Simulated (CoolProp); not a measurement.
The numbers come from the reference Helmholtz-energy equation of state, Lemmon 2006 in CoolProp. It is a short technical equation, of lower accuracy than the large ones.

Question: For nitrous oxide, give the phase and the cv (kJ/(kg K)), expansivity (1/kK) at 353.8 K and 1.15 MPa; 353.8 K and 11.5 MPa; 353.8 K and 36.2 MPa.

Answer: 
- 353.8 K and 1.15 MPa: gas; cv 0.753, expansivity 3.19
- 353.8 K and 11.5 MPa: supercritical; cv 0.915, expansivity 15.1
- 353.8 K and 36.2 MPa: supercritical; cv 0.911, expansivity 4.05
